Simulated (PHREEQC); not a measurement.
## Buffer: an equilibrium model

Solution (48 °C): 0.001 mol NaHCO3, 0.0016 mol Na2B4O7 and 0.016 mol LiCl per kg of water. Closed to the air; pH follows from the charge balance.

All values are PHREEQC results (ion-association model, wateq4f.dat), not measurements.

This is a speciation only: nothing precipitates in the calculation.

Q: Predict the pH.

A: pH 8.96.

Q: In which forms is B present?

A: H3BO3 52 %, H2BO3- 48 % of the B.

Species that the database lacks are ignored. Constants without temperature data keep their 25 °C values here.
